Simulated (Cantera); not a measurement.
Input: 1 mol SiC, 3.3 mol CO2, 62 mol H2, held at 51.0 Torr.

Cantera equilibrium calculation (NASA polynomials, part measured and part estimated; ideal gas, pure solids and liquids). Candidate condensed phases: C, C6H6, C7H8, C8H18, H2O, Si, SiC, SiO2; 123 gas species. Kinetics and transport are ignored. All values below are at 2073 K.

Base state: H2 0.893, CO 0.0633, H2O 0.0189, SiO 0.0148, H 0.00953, CO2 0.000277, OH 2.30e-5 (mole fractions); condensed: gas only.

**Question.** What changes in the equilibrium state with this change: SiC replaced by Si?

**Answer.** 
| species | before | after |
|---|---|---|
| H2 | 0.893 | 0.892 |
| CO | 0.0633 | 0.0491 |
| H2O | 0.0189 | 0.0341 |
| SiO | 0.0148 | 0.0150 |
| OH | 2.30e-5 | 4.14e-5 |
| CO2 | 0.000277 | 0.000388 |
| H | 0.00953 | 0.00952 |
